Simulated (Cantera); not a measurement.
# Ignition delay

Mixture: CO : H₂ : O₂ : N₂ = 1 : 0.095 : 0.595 : 2.24 (molar parts), equivalence ratio 0.92, at 8.90 bar, adiabatic and at constant volume. Ignition delay is the time to a rise of 400 K.

Computed with Cantera and GRI-Mech 3.0 (53 species, 325 reactions). The hydrogen kinetics of GRI-Mech 3.0 are dated; newer H2 mechanisms differ, most at raised pressure. Where the delays flatten at high temperature, the 400 K rule measures the pace of heat release, not the induction time.

```tsv
T0 (K)	delay (ms)
1250	0.0206
1300	0.0129
1350	0.00915
1400	0.00708
1450	0.00580
1500	0.00494
1550	0.00433
1600	0.00389
1650	0.00356
```
